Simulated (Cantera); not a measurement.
Cantera with NASA thermochemical tables; ideal gases at 1 bar, condensed phases pure. Values are per mole of reaction as written; species without (g) are pure solids or liquids, kept so even where they would boil at 1 bar.

**Question.** Between 300 and 1300 K, where is each reaction favourable under standard conditions?
- 2 Fe(OH)2 = 3 H(g) + Fe2O3 + OH(g)

**Answer.** 
- 2 Fe(OH)2 = 3 H(g) + Fe2O3 + OH(g): ΔG° is 884 kJ at 300 K and 437 kJ at 1300 K; it stays positive (K < 1). ΔH° is 1020 kJ and ΔS° 449 J/K at 1300 K.
